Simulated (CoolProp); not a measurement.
Properties of R365MFC along the isobar 3.95 MPa (Tc = 460.0 K, pc = 3.266 MPa, ω = 0.377).

Values from CoolProp's reference Helmholtz-energy equation of state, Lemmon 2016.

```
T (K)          phase       Z  cp (kJ/(kg K))  cv (kJ/(kg K))  Joule-Thomson coefficient (K/MPa)  isothermal compressibility (1/MPa)
-----  -------------  ------  --------------  --------------  ---------------------------------  ----------------------------------
403.8         liquid  0.1728           1.640           1.206                             0.1677                            0.009229
412.6         liquid  0.1742           1.681           1.222                             0.2768                             0.01143
421.3         liquid  0.1762           1.729           1.238                             0.4191                             0.01452
430.1         liquid  0.1793           1.790           1.256                             0.6178                             0.01925
438.8         liquid  0.1838           1.873           1.275                             0.9068                             0.02692
447.6         liquid  0.1906           2.001           1.299                              1.382                             0.04150
456.3         liquid  0.2018           2.242           1.329                              2.291                             0.07621
465    supercritical  0.2264           3.042           1.383                              4.906                              0.2336
473.8  supercritical  0.3796           5.501           1.483                              14.37                               1.369
482.5  supercritical  0.5072           2.517           1.408                              12.35                              0.6415
491.3  supercritical  0.5725           1.992           1.366                              10.34                              0.4924
500    supercritical  0.6175           1.785           1.343                              8.970                              0.4291
```

The peak of cp marks the crossing from liquid-like to gas-like fluid above the critical point.
